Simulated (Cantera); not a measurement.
An isothermal, constant-pressure homogeneous reactor starts with 24.5 % H₂, 18.9 % O₂, 56.6 % N₂, equivalence ratio 0.65, at 1375 K and 0.640 bar.

Detailed kinetics in Cantera: GRI-Mech 3.0 (53 species, 325 reactions). The temperature is held fixed by assumption; the heat of reaction is taken as removed at once.

One state of this run: x H₂ = 1.91e-6; x O₂ = 0.0752; x H₂O = 0.280; x H₂O₂ = 2.49e-8; x O = 1.12e-6; x NO = 1.87e-5; x H = 2.78e-8. x: mole fraction; the columns are a selection and need not sum to one.

Q: Which value of t (s) does it belong to?
A) 50.0
B) 0.000400
C) 0.0114
D) 0.000925

A: C, 0.0114
